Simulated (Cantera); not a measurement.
Input: 1 mol SiCl₄, 75 mol N₂, held at 1723.15 K and 0.100 bar.

Method: chemical equilibrium by Gibbs-energy minimisation in Cantera with the NASA 1993 tables (ideal gas, pure condensed phases). Candidate condensed phases: Si, Si₃N₄; 13 gas species. The tables' values for SiCl₃ are old estimates; treat these amounts as uncertain. Kinetics and transport are ignored.

Base state: N₂ 0.982, SiCl₄ 0.00971, Cl 0.00436, SiCl₃ 0.00234, SiCl₂ 0.00105, Cl₂ 4.05e-5 (mole fractions); condensed: gas only.

Q: What changes in the equilibrium state with this change: pressure from 0.100 bar to 0.640 bar?

A: 
```
species   before     after
-------  -------  --------
N₂         0.982     0.985
SiCl₄    0.00971    0.0117
Cl       0.00436   0.00160
SiCl₂    0.00105  0.000232
SiCl₃    0.00234   0.00120
Cl₂      4.05e-5   3.47e-5
```

Q: What changes in the equilibrium state with this change: pressure from 0.100 bar to 0.00110 bar?

A: 
| species | before | after |
|---|---|---|
| N₂ | 0.982 | 0.964 |
| Cl | 0.00436 | 0.0235 |
| SiCl₂ | 0.00105 | 0.0110 |
| SiCl₄ | 0.00971 | 0.000358 |
| Cl₂ | 4.05e-5 | 1.30e-5 |
| SiCl₃ | 0.00234 | 0.00145 |

Q: What changes in the equilibrium state with this change: pressure from 0.100 bar to 0.0450 bar?

A: 
```tsv
species	before	after
N₂	0.982	0.980
SiCl₄	0.00971	0.00826
Cl	0.00436	0.00664
SiCl₂	0.00105	0.00191
SiCl₃	0.00234	0.00290
Cl₂	4.05e-5	4.22e-5
```
